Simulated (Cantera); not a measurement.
Charge: 1 mol B2O3, 1.4 mol F2, 0.2 mol O2, held at 1575 K and 1.35 Torr.

Cantera equilibrium calculation (NASA polynomials, part measured and part estimated; ideal gas, pure solids and liquids). Candidate condensed phases: B, B2O3; 21 gas species. Kinetics and transport are ignored.

Base state: BOF 0.551, O2 0.310, BF3 0.138, BOF2 0.000240, O 0.000141, BO2 9.64e-5, B2O3 4.55e-5, F 1.91e-5 (mole fractions); condensed: gas only.

### Question
What changes in the equilibrium state with this change: F2 from 1.4 to 1.3 mol?

### Answer
```
species   before     after
-------  -------  --------
BOF        0.551     0.596
O2         0.310     0.298
BF3        0.138     0.105
B2O3     4.55e-5   7.52e-5
BO2      9.64e-5  0.000123
B3O3F3   1.85e-5   2.34e-5
F        1.91e-5   1.59e-5
```
